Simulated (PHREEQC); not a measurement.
# Brine (model solution)

A solution holds 0.037 mol MgCl2 and 3.7e-05 mol NaHCO3 per kg of water, at 25 °C. Closed to the air; pH follows from the charge balance.

All values are PHREEQC results (Pitzer model, pitzer.dat), not measurements.

Each row changes one thing in this solution. This is a speciation only: nothing precipitates in the calculation.

| case | pH | ionic strength (mol/kgw) | HCO3- (mol/kgw) | CO2 (mol/kgw) | CO3-2 (mol/kgw) | SI of Nahcolite (NaHCO3) | SI of Natron (Na2CO3:10H2O) |
|---|---|---|---|---|---|---|---|
| as made | 7.49 | 0.111 | 3.46e-5 | 1.78e-6 | 1.51e-7 | -8.73 | -15.71 |
| MgCl2 left out | 7.91 | 3.72e-5 | 3.59e-5 | 9.58e-7 | 1.37e-7 | -8.48 | -14.92 |
| MgCl2 replaced by MgSO4 at the same molality | 7.51 | 0.148 | 3.49e-5 | 1.63e-6 | 1.51e-7 | -8.75 | -15.70 |
| NaHCO3 from 3.7e-05 to 3.7e-06 mol/kgw | [?] | 0.111 | 3.26e-6 | 4.19e-7 | 5.69e-9 | -10.76 | -19.13 |
| NaHCO3 from 3.7e-05 to 1.85e-05 mol/kgw | [?] | 0.111 | 1.71e-5 | 1.14e-6 | 5.79e-8 | -9.34 | -16.73 |
| NaHCO3 from 3.7e-05 to 7.4e-05 mol/kgw | 7.57 | 0.111 | 6.96e-5 | 2.92e-6 | 3.72e-7 | -8.13 | -14.72 |

### Question
Fill in the missing entries.

### Answer

- NaHCO3 from 3.7e-05 to 3.7e-06 mol/kgw, pH: 7.09
- NaHCO3 from 3.7e-05 to 1.85e-05 mol/kgw, pH: 7.38

Complexes and solids missing from the database can't appear.
